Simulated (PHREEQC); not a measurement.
Dissolve 53 mmol/kgw Cu(BF4)2, 98 mmol/kgw HCl and 0.22 mmol/kgw NaCl at 77 °C. Closed to the air; pH follows from the charge balance.

Equilibrium calculation in PHREEQC: ion-association model, wateq4f.dat.

Problem. The ionic strength comes out as 0.212 mol/kgw. What activity coefficients do H+, Na+, Cl-, BF3OH-, F- get?

Solution. H+ 0.78, Na+ 0.72, Cl- 0.68, BF3OH- 0.65, F- 0.68.

Precipitation was switched off in this run. Constants without temperature data keep their 25 °C values here. Real BF4- forms and hydrolyses slowly; the run takes it at equilibrium.
